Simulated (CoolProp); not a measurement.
n-pentane along the isobar 0.101 MPa: Z from the reference equation and from simpler models built on Tc = 196.5 °C, pc = 3.368 MPa, ω = 0.251; each cubic takes its own stable root.

Computed with CoolProp (reference Helmholtz-energy equation of state, Thol 2019).

| T (°C) | phase | reference | van der Waals | Soave-Redlich-Kwong |
|---|---|---|---|---|
| -9.35 | liquid | 0.005076 | 0.9654 | 0.005570 |
| 14.55 | liquid | 0.004823 | 0.9716 | 0.005286 |
| 38.45 | gas | 0.9573 | 0.9764 | 0.9635 |
| 62.35 | gas | 0.9671 | 0.9801 | 0.9706 |
| 86.15 | gas | 0.9741 | 0.9830 | 0.9760 |
| 110.05 | gas | 0.9793 | 0.9854 | 0.9803 |
| 133.95 | gas | 0.9832 | 0.9873 | 0.9836 |
| 157.85 | gas | 0.9861 | 0.9890 | 0.9863 |
| 181.75 | gas | 0.9885 | 0.9903 | 0.9886 |
| 205.65 | gas | 0.9903 | 0.9914 | 0.9904 |
| 229.45 | gas | 0.9918 | 0.9924 | 0.9919 |
| 253.35 | gas | 0.9930 | 0.9932 | 0.9931 |

At some of these states van der Waals gives the other phase, because its saturation line lies elsewhere.
